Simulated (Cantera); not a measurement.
A Cantera script and what it prints.

```python
import numpy as np
import cantera as ct

gas_names = """
    Cu CuF CuF2 Cu2 F F2
""".split()
cond_names = """
    Cu(cr) Cu(L) CuF2(s) CuF2(L)
""".split()


# ... load() reads the species with a 1 bar reference pressure and builds the phases ...
atoms = {
    'Cu': {'Cu': 1},
    'F2': {'F': 2},
}
top_T = {}  # K; cautious upper limits of use, not melting points


# ... equilibrate(T, P, feed) seeds the gas with the atoms and calls Mixture.equilibrate('TP', solver="vcs", rtol=1e-11, max_steps=5000) ...
results = []
feed = {'Cu': 1, 'F2': 3}  # mol
T = 1348.15  # K
P = 1000  # Pa
mix = equilibrate(T, P, feed)
results.append((T, P, feed, dict(zip(mix.species_names, mix.species_moles))))
x = sorted(zip(gas.X, gas.species_names), reverse=True)
print(f"T = {T:g} K  P = {P:g} Pa  gas = {mix.phase_moles(0):.4g} mol")
print("   x: " + "  ".join(f"{s} {v:.3e}" for v, s in x if v > 0.001))
print("   condensed (mol): " + ("  ".join(f"{mix.phase(i).name} {mix.phase_moles(i):.4g}"
      for i in range(1, mix.n_phases) if mix.phase_moles(i) > 1e-12) or "none"))
```

Output:

```
T = 1348.15 K  P = 1000 Pa  gas = 4.981 mol
   x: F 7.954e-01  CuF2 2.008e-01  F2 3.837e-03
   condensed (mol): none
```

These are equilibrium values from Cantera (NASA tables, ideal gas, pure condensed phases), not measurements of a reactor.
